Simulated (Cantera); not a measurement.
A Cantera script and what it prints.

```python
import numpy as np
import cantera as ct

gas_names = """
    H HO2 H2 H2O H2O2 H2S H2SO4 Mg MgH MgO MgOH MgO2H2 MgS Mg2 O OH O2 O3 S SH SO SO2 SO3 S2 S2O S8
""".split()
cond_names = """
    H2O(s) H2O(L) H2SO4(L) Mg(cr) Mg(L) MgO(s) MgO(L) MgO2H2(s) MgS(s) MgSO4(s) MgSO4(L) S(cr1) S(cr2)
    S(L)
""".split()


# ... load() reads the species with a 1 bar reference pressure and builds the phases ...
atoms = {
    'MgO': {'Mg': 1, 'O': 1},
    'SO3': {'S': 1, 'O': 3},
    'H2O': {'H': 2, 'O': 1},
    'SO2': {'S': 1, 'O': 2},
}
top_T = {'MgS(s)': 2250}  # K; cautious upper limits of use, not melting points


# ... equilibrate(T, P, feed) seeds the gas with the atoms and calls Mixture.equilibrate('TP', solver="vcs", rtol=1e-11, max_steps=5000) ...
results = []
feed = {'MgO': 1, 'SO3': 3.8, 'H2O': 0.036, 'SO2': 1.1}  # mol
T = 1823.15  # K
P = 3500  # Pa
mix = equilibrate(T, P, feed)
results.append((T, P, feed, dict(zip(mix.species_names, mix.species_moles))))
print(gas.report(threshold=0.001))
for i in range(1, mix.n_phases):
    print(f"{mix.phase(i).name:16s} {mix.phase_moles(i):12.5e} mol")
```

It prints:

```
       temperature   1823.2 K
          pressure   3500 Pa
           density   0.012676 kg/m^3
  mean mol. weight   54.9 kg/kmol
   phase of matter   gas

                          1 kg             1 kmol
                     ---------------   ---------------
          enthalpy       -2.5669e+06       -1.4092e+08  J
   internal energy        -2.843e+06       -1.5608e+08  J
           entropy            6404.9        3.5163e+05  J/K
    Gibbs function       -1.4244e+07         -7.82e+08  J
 heat capacity c_p            950.53             52184  J/K
 heat capacity c_v            799.08             43870  J/K

                      mass frac. Y      mole frac. X     chem. pot. / RT
                     ---------------   ---------------   ---------------
               H2O         0.0016538         0.0050399           -51.668
                O2           0.16165           0.27735           -33.074
               SO2           0.83528           0.71587           -58.772
     [  +23 minor]         0.0014219         0.0017443

Mg(L)             0.00000e+00 mol
MgO(s)            9.99999e-01 mol
MgS(s)            0.00000e+00 mol
MgSO4(L)          0.00000e+00 mol
S(L)              0.00000e+00 mol
```

Method: chemical equilibrium by Gibbs-energy minimisation in Cantera with the NASA 1993 tables (ideal gas, pure condensed phases).
